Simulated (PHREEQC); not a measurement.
Synthetic water in mg/kgw, 75 °C, pH 6.72, pe 11:

```json
[
 {"constituent": "Na", "mg/kgw": "0.192"},
 {"constituent": "K", "mg/kgw": "0.0336"},
 {"constituent": "Ca", "mg/kgw": "0.668"},
 {"constituent": "Mg", "mg/kgw": "0.0546"},
 {"constituent": "Cl", "mg/kgw": "0.293"},
 {"constituent": "S(6) as SO4", "mg/kgw": "1"},
 {"constituent": "Alkalinity as HCO3", "mg/kgw": "1.18"},
 {"constituent": "Cu(2)", "mg/kgw": "0.0496"},
 {"constituent": "Ni", "mg/kgw": "0.000487"}
]
```

Valence states are taken as typed.

Model: ion-association model, wateq4f.dat, run in PHREEQC.

```tsv
quantity	before	after
Cu+2 (mol/kgw)	4.54e-7	1.56e-6
Cu(OH)2 (mol/kgw)	2.49e-7	8.19e-7
CuOH+ (mol/kgw)	2.30e-8	7.65e-8
Cu2(OH)2+2 (mol/kgw)	1.66e-8	1.88e-7
SI of Cu(OH)2 (Cu(OH)2)	+0.04	+0.56
SI of Malachite (Cu2(OH)2CO3)	-0.39	+1.26
```

What was changed between the two runs?
A. all concentrations times 4 at the same typed pH
B. Alkalinity from 1.18 to 3.54 mg/kgw
C. Ca from 0.668 to 2 mg/kgw
D. temperature from 75 to 15 °C at the same typed pH

A, all concentrations times 4 at the same typed pH

No solid was allowed to form. Some of these states are supersaturated (in Tenorite (slow to form), Malachite, Cu(OH)2, for instance). At this temperature some constants are extrapolated from 25 °C, and those without enthalpy data are left unchanged. The database's constant for dissolved Cu(OH)2 is higher than later reviews accept. The database's nickel carbonate constants are estimates that later reviews lower a good deal.
